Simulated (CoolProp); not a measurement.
Aqueous ethanol as a coolant, at 30 °C, 1 atm.

Values from CoolProp's Melinder's fits for secondary coolants.

```tsv
mass %	freezing point (°C)	conductivity (W/(m K))	cp (kJ/(kg K))	density (kg/m³)	viscosity (mPa s)
6	-2.5	0.569	4.228	984.8	0.999
9.3	-4.0	0.546	4.265	979.7	1.12
12.6	-5.9	0.523	4.295	974.9	1.26
15.9	-8.0	0.501	4.313	970.2	1.39
19.3	-10.6	0.480	4.318	965.2	1.53
22.6	-13.3	0.460	4.307	960.2	1.65
25.9	-16.3	0.440	4.283	954.9	1.75
29.2	-19.4	0.422	4.248	949.2	1.84
32.5	-22.5	0.404	4.203	943.1	1.91
35.9	-25.8	0.386	4.150	936.4	1.97
39.2	-28.8	0.369	4.094	929.6	2.00
42.5	-31.7	0.353	4.035	922.5	2.02
```
